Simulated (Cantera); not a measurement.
Charge: 1 mol SiC, 0.29 mol N2O, 30 mol H2, equilibrated at 4.60 bar.

These are equilibrium values from Cantera (NASA tables, ideal gas, pure condensed phases), not measurements of a reactor. Candidate condensed phases: C, C6H6, C7H8, C8H18, H2O, Si, SiC, SiO2, Si2N2O, Si3N4; 151 gas species. Mutual solubility and eutectic melting of coexisting phases are not modelled. Gases not in the tables: Si2H6 and higher silanes. Rates play no part.

### Question
At 1625 °C, list the 4 most abundant gas species with their mole fractions, and the condensed phases.

### Answer
H2 0.985, N2 0.00718, CO 0.00562, SiO 0.00161. Condensed: SiC(s) + Si2N2O(s).
